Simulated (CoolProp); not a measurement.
Saturated liquid density (kg/m³) of C2F6 (R116): the reference equation beside estimates from Tc = 293.0 K, pc = 30.48 bar, ω = 0.257. Rackett uses Z = 0.29056 − 0.08775 ω.

The numbers come from the reference Helmholtz-energy equation of state, Lemmon 2006 in CoolProp. It is a short technical equation, of lower accuracy than the large ones.

```csv
T (K),reference,Rackett,Redlich-Kwong,Soave-Redlich-Kwong
192.9,1614,1697,1489,1544
197.7,1593,1674,1466,1522
202.4,1572,1651,1443,1500
207.2,1550,1628,1418,1477
211.9,1527,1604,1392,1452
216.7,1504,1579,1366,1427
221.4,1481,1553,1338,1400
226.2,1456,1527,1310,1372
230.9,1431,1500,1280,1343
235.7,1404,1471,1249,1311
240.4,1377,1442,1217,1279
245.2,1348,1411,1182,1244
```

Absolute difference from the reference over all 12 rows, mean and median: Rackett 4.9 and 4.9 %, Redlich-Kwong 9.6 and 9.4 %, Soave-Redlich-Kwong 5.6 and 5.3 %.
